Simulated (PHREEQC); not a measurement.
PHREEQC input (ion-association model, phreeqc.dat):

```
SOLUTION 0
  temp 15
  units mmol/kgw
  pH 7 charge
  Cl 3.41
  Ca 1.7
  O(0) 1 O2(g) -0.68
SOLUTION 1-40
  temp 15
  units mmol/kgw
  pH 7 charge
  S(6) 3.4
  Mg 3.4
  Cl 0.01
  O(0) 1 O2(g) -0.68
END
EXCHANGE 1-40
  X 0.0012
  -equilibrate 1
END
SELECTED_OUTPUT 1
  -reset false
  -pH true
  -pe true
  -ionic_strength true
  -water true
  -step true
  -totals Ca Cl Mg S S(-2) S(6)
  -molalities CaX2 MgX2
  -saturation_indices Gypsum
PRINT
  -reset false
TRANSPORT
  -cells 40
  -shifts 120
  -lengths 0.0025
  -time_step 300
  -dispersivities 0.005
  -boundary_conditions flux flux
  -correct_disp true
  -punch_cells 40
  -punch_frequency 4
END
```

Selected output (columns that matter, 22 of 31 rows; pore volumes added in front):

```
pore volumes	pH	mu	Ca	Cl	Mg	S	m_CaX2	m_MgX2	si_Gypsum
0	5.0999	0.011161	0	1e-05	0.0034	0.0034	0	0.0006	-1000
0.1125	5.0999	0.011161	0	1e-05	0.0034	0.0034	0	0.0006	-1000
0.3125	5.0999	0.011161	1.9321e-09	1.0205e-05	0.0033999	0.0033998	5.5083e-10	0.0006	-7.1236
0.4125	5.0997	0.011146	2.2741e-07	1.874e-05	0.0033954	0.0033913	6.491e-08	0.00059994	-5.0535
0.6125	5.0956	0.010731	1.8662e-05	0.00026654	0.0032531	0.0031435	5.5048e-06	0.0005945	-3.1613
0.7125	5.0897	0.010165	5.8487e-05	0.00060138	0.0030458	0.0028086	1.8017e-05	0.00058198	-2.6985
0.9125	5.0726	0.0085764	0.00023625	0.0015225	0.0024075	0.0018875	8.1698e-05	0.0005183	-2.2174
1.0125	5.0634	0.0077794	0.00037027	0.0019729	0.0020483	0.0014371	0.0001348	0.0004652	-2.1145
1.1125	5.0552	0.007086	0.00052556	0.0023577	0.0017006	0.0010523	0.00019851	0.00040149	-2.0733
1.3125	5.0428	0.0060956	0.00086189	0.0028945	0.0010959	0.0005155	0.00033385	0.00026615	-2.1304
1.4125	5.0387	0.0057808	0.0010224	0.0030615	0.00085185	0.00034852	0.00039397	0.00020603	-2.2132
1.6125	5.0336	0.0054044	0.0012898	0.0032585	0.00048595	0.00015152	0.00048512	0.00011488	-2.4576
1.7125	5.0322	0.0053009	0.0013909	0.003312	0.00035813	9.7965e-05	0.0005164	8.3602e-05	-2.6095
1.9125	5.0307	0.0051878	0.0015326	0.0033702	0.00018725	3.9779e-05	0.00055718	4.2818e-05	-2.9534
2.0125	5.0303	0.0051591	0.0015792	0.0033849	0.00013336	2.5056e-05	0.00056973	3.0266e-05	-3.1397
2.1125	5.03	0.0051407	0.0016136	0.0033943	9.422e-05	1.5684e-05	0.00057874	2.126e-05	-3.3329
2.3125	5.0298	0.0051219	0.0016569	0.0034039	4.6139e-05	6.0533e-06	0.00058967	1.0331e-05	-3.7339
2.4125	5.0297	0.0051173	0.0016698	0.0034063	3.2039e-05	3.7374e-06	0.00059284	7.1568e-06	-3.9397
2.6125	5.0297	0.0051128	0.0016854	0.0034086	1.5265e-05	1.4109e-06	0.0005966	3.3998e-06	-4.3585
2.7125	5.0296	0.0051117	0.0016899	0.0034091	1.0485e-05	8.6341e-07	0.00059767	2.3332e-06	-4.5706
2.9125	5.0296	0.0051106	0.0016953	0.0034097	4.908e-06	3.2127e-07	0.00059891	1.091e-06	-4.9985
3.0125	5.0296	0.0051104	0.0016968	0.0034098	3.3468e-06	1.9545e-07	0.00059926	7.4372e-07	-5.2139
```

Complexes and solids missing from the database can't appear.
